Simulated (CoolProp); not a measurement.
Ammonia at several states: Z from the reference equation and from simpler models built on Tc = 132.4 °C, pc = 113.6 bar, ω = 0.256; each cubic takes its own stable root.

Values from CoolProp's reference Helmholtz-energy equation of state, Gao 2020.

| T (°C) | p (bar) | phase | reference | Redlich-Kwong | Soave-Redlich-Kwong |
|---|---|---|---|---|---|
| 235.65 | 493 | supercritical | ___ | 0.6978 | 0.7595 |
| 266.35 | 668 | supercritical | 0.7266 | 0.8354 | ___ |
| 70.75 | 201 | liquid | 0.2167 | ___ | 0.2754 |
| 151.85 | 188 | supercritical | 0.2706 | ___ | 0.3679 |
| 267.05 | 386 | supercritical | 0.6547 | 0.6922 | ___ |

Problem. Fill in the missing entries.

Solution. 
- 235.65, reference: 0.6016
- 266.35, Soave-Redlich-Kwong: 0.9053
- 70.75, Redlich-Kwong: 0.2847
- 151.85, Redlich-Kwong: 0.3494
- 267.05, Soave-Redlich-Kwong: 0.7821
